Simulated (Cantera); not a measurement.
What does this Cantera script print?

```python
import numpy as np
import cantera as ct

gas = ct.Solution("gri30.yaml")
gas.TPX = 1348, 180000, {'CH2O': 0.0083, 'O2': 0.0023, 'N2': 1}
reactor = ct.IdealGasConstPressureReactor(gas, energy="off", clone=False)
net = ct.ReactorNet([reactor])
net.rtol, net.atol = 1e-08, 1e-18
show = ['CH2O', 'O2', 'NO2', 'H', 'CH3', 'CO2']
times = np.geomspace(0.0005, 70, 10)

steps = ct.SolutionArray(gas, extra=["t"])
rows = []
print(f"{'t/s':>10s}{'T/K':>9s}{'P/Pa':>11s}" + "".join(f"{s:>11s}" for s in show))
for t in times:
    while net.time < t:
        t_next = net.step()
        steps.append(gas.state, t=t_next)
    rows.append([np.interp(t, steps.t, y) for y in (steps.T, steps.P, *steps(*show).X.T)])
    print(f"{t:10.3e}{rows[-1][0]:9.1f}{rows[-1][1]:11.4g}" + "".join(f"{x:11.3e}" for x in rows[-1][2:]))
rate = np.gradient(steps.T, steps.t)
print("integrator steps:", len(steps.t))
if steps.T.max() > steps.T[0] + 200:
    print(f"time of steepest temperature rise: {steps.t[rate.argmax()]:.4e} s")
gas.TPX = 1348, 180000, {'CH2O': 0.0083, 'O2': 0.0023, 'N2': 1}
gas.equilibrate("TP")
print(f"equilibrium (TP): T = {gas.T:.1f} K  " + "  ".join(f"{s} {gas[s].X[0]:.3e}" for s in show))
```

Output:

```
       t/s      T/K       P/Pa       CH2O         O2        NO2          H        CH3        CO2
 5.000e-04   1348.0    1.8e+05  1.098e-03  1.754e-03  4.979e-13  2.916e-05  1.551e-08  3.289e-05
 1.865e-03   1348.0    1.8e+05  4.957e-10  1.616e-06  4.166e-13  1.170e-03  4.523e-11  1.106e-03
 6.959e-03   1348.0    1.8e+05  1.602e-10  4.321e-08  6.920e-14  2.800e-04  4.830e-12  1.500e-03
 2.596e-02   1348.0    1.8e+05  6.406e-11  2.391e-09  1.602e-14  7.259e-05  2.088e-12  1.630e-03
 9.686e-02   1348.0    1.8e+05  3.804e-11  1.558e-10  3.928e-15  1.916e-05  9.349e-13  1.681e-03
 3.614e-01   1348.0    1.8e+05  3.112e-11  1.070e-11  8.709e-16  5.090e-06  3.319e-13  1.704e-03
 1.348e+00   1348.0    1.8e+05  2.930e-11  7.768e-13  1.825e-16  1.386e-06  1.002e-13  1.714e-03
 5.029e+00   1348.0    1.8e+05  2.880e-11  6.160e-14  4.094e-17  3.940e-07  2.937e-14  1.718e-03
 1.876e+01   1348.0    1.8e+05  2.865e-11  8.738e-15  1.094e-17  1.519e-07  1.144e-14  1.720e-03
 7.000e+01   1348.0    1.8e+05  2.863e-11  6.013e-15  7.547e-19  1.272e-07  9.633e-15  1.722e-03
integrator steps: 2818
equilibrium (TP): T = 1348.0 K  CH2O 2.863e-11  O2 6.002e-15  NO2 2.062e-19  H 1.271e-07  CH3 1.791e-14  CO2 1.722e-03
```

Cantera simulation using GRI-Mech 3.0 (53 species, 325 reactions); the numbers are that mechanism's predictions, not measurements.
